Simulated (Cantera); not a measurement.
Input: 1 mol MgCO3, 1.2 mol O2, equilibrated at 0.220 bar.

Equilibrium computed with Cantera from the NASA thermochemical tables; the gas is ideal and each condensed phase is pure. Candidate condensed phases: C, Mg, MgCO3, MgO; 15 gas species. Rates play no part.

log p: log10 of the partial pressure in bar; n: condensed amount in mol.

```
T (°C)  log p O2  log p CO2  log p CO  log p O  log p MgO  log p Mg  log p O3  n MgO(s)
------  --------  ---------  --------  -------  ---------  --------  --------  --------
850        -0.92      -1.00     -9.14    -8.82       <-12      <-12    -11.57      1.00
950        -0.92      -1.00     -8.07    -7.85       <-12      <-12    -11.02      1.00
1050       -0.92      -1.00     -7.16    -7.04       <-12      <-12    -10.56      1.00
1150       -0.92      -1.00     -6.38    -6.33       <-12      <-12    -10.16      1.00
1250       -0.92      -1.00     -5.70    -5.72       <-12      <-12     -9.81      1.00
1350       -0.92      -1.00     -5.11    -5.18     -11.66       [?]     -9.50      1.00
1450       -0.92      -1.00     -4.59    -4.71     -10.44       [?]     -9.23      1.00
1550       -0.92      -1.00     -4.12    -4.28      -9.35       [?]     -8.99      1.00
1650       -0.92      -1.00     -3.71    -3.90      -8.37       [?]     -8.77      1.00
1750       -0.92      -1.00     -3.34    -3.56      -7.49       [?]     -8.57     1.000
```

Question: Fill in the missing entries.

Answer: 
- 1350, log p Mg: -12.33
- 1450, log p Mg: -10.96
- 1550, log p Mg: -9.74
- 1650, log p Mg: -8.66
- 1750, log p Mg: -7.68
